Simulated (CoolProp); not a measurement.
A single-stage vapour-compression cycle with R13: evaporating at 199.15 K (dew point), condensing at 262.15 K (bubble point), superheat 8 K, subcooling 2 K, compressor efficiency 0.85, no pressure losses. Each further row changes one setting.

Model: reference Helmholtz-energy equation of state, Platzer 1990, in CoolProp. This equation is an older, rougher fit; its heat capacities, sound speeds and derivatives of the liquid may be far off and weren't checked against measurements.

| case | cooling COP | pressure ratio | discharge temperature (K) | refrigerating effect (kJ/kg) | volumetric capacity (kJ/m³) |
|---|---|---|---|---|---|
| as stated | 1.84 | 9.96 | 305.1 | 89.5 | 844 |
| evaporating temperature 204.15 K | … | 7.84 | 300.9 | 91.6 | … |
| condensing temperature 257.15 K | 2.09 | … | … | 95.1 | 896 |
| subcooling 7 K | … | 9.96 | 305.1 | 95.1 | 896 |
| superheat 18 K | … | 9.96 | 316.2 | 95.1 | 848 |
| compressor efficiency 0.75 | 1.62 | 9.96 | … | 89.5 | 844 |

Q: Fill in the missing entries.

A: 
- evaporating temperature 204.15 K, cooling COP: 2.11
- evaporating temperature 204.15 K, volumetric capacity (kJ/m³): 1080
- condensing temperature 257.15 K, pressure ratio: 8.66
- condensing temperature 257.15 K, discharge temperature (K): 298.4
- subcooling 7 K, cooling COP: 1.96
- superheat 18 K, cooling COP: 1.85
- compressor efficiency 0.75, discharge temperature (K): 313.8
